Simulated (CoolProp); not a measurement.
A single-stage vapour-compression cycle with the fluid: evaporating at 312.15 K (dew point), condensing at 351.15 K (bubble point), superheat 8 K, subcooling 2 K, compressor efficiency 0.7, no pressure losses. The same conditions are run with several fluids, on thermodynamics alone (safety and materials aside).

Values from CoolProp's reference Helmholtz-energy equation of state of each fluid (R1224YDZ: Akasaka 2023; R114: Platzer 1990; tetrahydrofuran: Fiedler 2023; isobutane: Bücker 2006; n-hexane: Thol 2019; R141b: Lemmon 2006). The equations of Platzer and Polt are older, rougher fits.

### Question
Rank R1224YDZ, R114, tetrahydrofuran, isobutane, n-hexane, R141b by cooling COP, highest first.

### Answer
tetrahydrofuran (5.10), R141b (4.95), n-hexane (4.84), R1224YDZ (4.63), R114 (4.48), isobutane (4.42)

```tsv
fluid	pressure ratio	discharge temperature (K)	refrigerating effect (kJ/kg)	volumetric capacity (kJ/m³)
R1224YDZ	2.96	358.9	119	1690
R114	2.71	355.9	89.3	2060
tetrahydrofuran	3.81	379.9	376	400
isobutane	2.49	359.0	229	2930
n-hexane	3.75	354.3	281	333
R141b	3.12	369.4	181	1070
```
